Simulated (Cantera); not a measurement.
A perfectly stirred reactor is fed with 9.27 % CH4, 18.5 % O2, 69.7 % N2, 2.41 % CO2, 0.111 % H2, at 1.80 bar; it is adiabatic with a 400 K inlet, and is followed from long to short residence time, starting on the burning branch (τ in s: 0.093, 0.042, 0.019, 0.0087, 0.004, 0.0018, 0.00082, 0.00037, 0.00017, 7.7e-05, 3.5e-05, 1.6e-05, 7.3e-06).

Computed with Cantera and GRI-Mech 3.0 (53 species, 325 reactions).

x: mole fraction; the columns are a selection and need not sum to one.

```
τ (s)    T (K)       x CH4        x O2       x CO2      x H2O2       x HCN        x OH       x HO2
-------  -----  ----------  ----------  ----------  ----------  ----------  ----------  ----------
0.093     2232     3.16e-6     0.00528       0.105     7.27e-8     3.35e-7     0.00294     7.47e-7
0.042     2222     6.10e-6     0.00598       0.104     8.26e-8     4.69e-7     0.00321     9.02e-7
0.019     2205     1.12e-5     0.00701       0.102     9.83e-8     6.17e-7     0.00362     1.17e-6
0.0087    2181     1.97e-5     0.00839       0.100     1.22e-7     7.80e-7     0.00416     1.63e-6
0.0040    2149     3.40e-5      0.0102      0.0971     1.56e-7     9.61e-7     0.00482     2.39e-6
0.0018    2107     6.01e-5      0.0124      0.0935     2.04e-7     1.18e-6     0.00554     3.64e-6
0.00082   2057    0.000108      0.0150      0.0894     2.68e-7     1.43e-6     0.00621     5.55e-6
0.00037   1999    0.000206      0.0180      0.0848     3.56e-7     1.76e-6     0.00669     8.49e-6
0.00017   1934    0.000422      0.0219      0.0793     4.71e-7     2.27e-6     0.00676     1.31e-5
7.7e-5    1852  (withheld)  (withheld)  (withheld)  (withheld)  (withheld)  (withheld)  (withheld)
3.5e-5     400      0.0927       0.185      0.0241      <1e-12      <1e-12      <1e-12      <1e-12
1.6e-5     400      0.0927       0.185      0.0241      <1e-12      <1e-12      <1e-12      <1e-12
7.3e-6     400      0.0927       0.185      0.0241      <1e-12      <1e-12      <1e-12      <1e-12
```

**Question.** Fill in the missing entries.

**Answer.** 
- 7.7e-5, x CH4: 0.00106
- 7.7e-5, x O2: 0.0283
- 7.7e-5, x CO2: 0.0709
- 7.7e-5, x H2O2: 6.30e-7
- 7.7e-5, x HCN: 3.31e-6
- 7.7e-5, x OH: 0.00591
- 7.7e-5, x HO2: 2.29e-5
